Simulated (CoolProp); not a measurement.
A single-stage vapour-compression cycle with the fluid: evaporating at 209.15 K (dew point), condensing at 253.15 K (bubble point), superheat 5 K, subcooling 8 K, compressor efficiency 0.8, no pressure losses. The same conditions are run with several fluids, on thermodynamics alone (safety and materials aside).

Values from CoolProp's reference Helmholtz-energy equation of state of each fluid (R22: Kamei 1995; R410A: Lemmon 2003; R507A: Lemmon 2003; hydrogen sulfide: Lemmon 2006; propane: Lemmon 2009; chlorine: Thol 2021). Blends and air are pseudo-pure fits.

```json
[
 {"fluid": "R22", "cooling COP": "3.31", "pressure ratio": "8.27", "discharge temperature (K)": "321.4", "refrigerating effect (kJ/kg)": "211", "volumetric capacity (kJ/m³)": "309"},
 {"fluid": "R410A", "cooling COP": "3.28", "pressure ratio": "…", "discharge temperature (K)": "…", "refrigerating effect (kJ/kg)": "237", "volumetric capacity (kJ/m³)": "505"},
 {"fluid": "R507A", "cooling COP": "3.33", "pressure ratio": "7.73", "discharge temperature (K)": "284.2", "refrigerating effect (kJ/kg)": "166", "volumetric capacity (kJ/m³)": "…"},
 {"fluid": "hydrogen sulfide", "cooling COP": "3.17", "pressure ratio": "6.53", "discharge temperature (K)": "369.4", "refrigerating effect (kJ/kg)": "484", "volumetric capacity (kJ/m³)": "789"},
 {"fluid": "propane", "cooling COP": "3.38", "pressure ratio": "…", "discharge temperature (K)": "292.6", "refrigerating effect (kJ/kg)": "…", "volumetric capacity (kJ/m³)": "323"},
 {"fluid": "chlorine", "cooling COP": "3.12", "pressure ratio": "8.31", "discharge temperature (K)": "397.3", "refrigerating effect (kJ/kg)": "272", "volumetric capacity (kJ/m³)": "237"}
]
```

Q: Complete the blanks.

A: 
- R410A, pressure ratio: 7.87
- R410A, discharge temperature (K): 314.0
- R507A, volumetric capacity (kJ/m³): 385
- propane, pressure ratio: 7.11
- propane, refrigerating effect (kJ/kg): 374
